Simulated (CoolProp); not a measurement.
Properties of acetone along the isotherm 488.9 K (Tc = 508.1 K, pc = 46.92 bar, ω = 0.307).

The numbers come from the reference Helmholtz-energy equation of state, Lemmon 2006 in CoolProp. It is a short technical equation, of lower accuracy than the large ones.

```
p (bar)   phase  cp (kJ/(kg K))  speed of sound (m/s)  Joule-Thomson coefficient (K/MPa)
-------  ------  --------------  --------------------  ---------------------------------
36.1     liquid               ?                 266.8                                  ?
72.2     liquid           3.059                 410.6                             0.7549
108      liquid               ?                 491.1                             0.4011
144      liquid           2.748                 552.7                             0.2218
180      liquid           2.682                 603.8                             0.1103
217      liquid           2.635                 649.2                            0.03115
253      liquid           2.600                     ?                           -0.02566
289      liquid           2.573                 724.4                           -0.06969
325      liquid           2.550                 757.3                            -0.1049
361      liquid           2.532                 787.8                                  ?
397      liquid               ?                 816.4                            -0.1581
433      liquid           2.503                 843.4                            -0.1786
469      liquid           2.491                     ?                            -0.1963
```

Problem. Complete the blanks.

Solution. 
- 36.1, cp (kJ/(kg K)): 4.046
- 36.1, Joule-Thomson coefficient (K/MPa): 2.231
- 108, cp (kJ/(kg K)): 2.853
- 253, speed of sound (m/s): 688.6
- 361, Joule-Thomson coefficient (K/MPa): -0.1339
- 397, cp (kJ/(kg K)): 2.516
- 469, speed of sound (m/s): 869.0
